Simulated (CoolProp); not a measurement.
A Linde-Hampson liquefier for methane: isothermal reversible compression at 230 K from 1 atm to 30 MPa, throttling to 1 atm, return gas leaving the recuperator 2 K below the feed. Each further row changes one setting.

Model: reference Helmholtz-energy equation of state, Setzmann 1991, in CoolProp.

| case | liquid yield per pass | compression work (kJ/kg of gas) |
|---|---|---|
| as stated | … | 577 |
| high pressure 60 MPa | 0.380 | 668 |
| warm-end temperature 260 K | … | 690 |
| warm-end gap 7 K | … | 577 |

Task: Complete the blanks.

Result: 
- as stated, liquid yield per pass: 0.408
- warm-end temperature 260 K, liquid yield per pass: 0.323
- warm-end gap 7 K, liquid yield per pass: 0.399
